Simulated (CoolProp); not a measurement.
Properties of 1,2-dichloroethane along the isobar 0.101 MPa.

The numbers come from the reference Helmholtz-energy equation of state, Thol 2015 in CoolProp.

| T (°C) | phase | cv (kJ/(kg K)) | fugacity coefficient |
|---|---|---|---|
| 76.45 | liquid | 0.9247 | ___ |
| 97.95 | gas | ___ | 0.9747 |
| 119.45 | gas | 0.8386 | 0.9788 |
| 140.95 | gas | ___ | 0.9821 |
| 162.45 | gas | 0.8850 | 0.9848 |
| 183.85 | gas | 0.9087 | 0.9869 |
| 205.35 | gas | 0.9325 | 0.9887 |
| 226.85 | gas | 0.9561 | 0.9902 |

Complete the blanks.


- 76.45, fugacity coefficient: 0.7809
- 97.95, cv (kJ/(kg K)): 0.8167
- 140.95, cv (kJ/(kg K)): 0.8615
